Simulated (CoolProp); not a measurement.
Aqueous ammonia as a coolant, 12 % by mass, freezing at -17.1 °C, 1 atm.

The numbers come from the Melinder's fits for secondary coolants in CoolProp.

| T (°C) | density (kg/m³) | conductivity (W/(m K)) | viscosity (mPa s) | cp (kJ/(kg K)) |
|---|---|---|---|---|
| -11.3 | 957.8 | 0.465 | 3.08 | 4.240 |
| -6.2 | 957.1 | 0.475 | 2.52 | 4.231 |
| -1.1 | 956.1 | 0.483 | 2.11 | 4.222 |
| 4 | 955.0 | 0.492 | 1.80 | 4.215 |
| 9 | 953.7 | 0.500 | 1.56 | 4.208 |
| 14.1 | 952.2 | 0.508 | 1.36 | 4.202 |
| 19.2 | 950.5 | 0.517 | 1.19 | 4.198 |
| 24.3 | 948.6 | 0.527 | 1.04 | 4.195 |
| 29.4 | 946.6 | 0.537 | 0.904 | 4.193 |
